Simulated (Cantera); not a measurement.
Feed: 1 mol SiHCl3, 26 mol N2, 0.43 mol NH3, held at 10000 Pa.

These are equilibrium values from Cantera (NASA tables, ideal gas, pure condensed phases), not measurements of a reactor. Candidate condensed phases: NH4Cl, Si, Si3N4; 28 gas species. The tables' values for SiCl3 are old estimates; treat these amounts as uncertain. Rates play no part. All values below are at 1573 K.

Base state: N2 0.911, HCl 0.0561, SiCl2 0.0142, H2 0.0121, SiCl3 0.00363, SiCl4 0.00245, SiHCl3 7.03e-5, Cl 5.21e-5 (mole fractions); condensed: Si3N4(s).

Problem. What changes in the equilibrium state with this change: SiHCl3 replaced by trisilylamine?

Solution. 
| species | before | after |
|---|---|---|
| N2 | 0.911 | 0.828 |
| H2 | 0.0121 | 0.172 |
| H | 1.42e-5 | 5.34e-5 |
| HCl | 0.0561 | 0 |
| SiCl2 | 0.0142 | 0 |
| SiCl3 | 0.00363 | 0 |
| SiCl4 | 0.00245 | 0 |
| SiHCl3 | 7.03e-5 | 0 |
| Si3N4(s), mol | 0.141 | 1.00 |
The feed counts by its element totals alone.
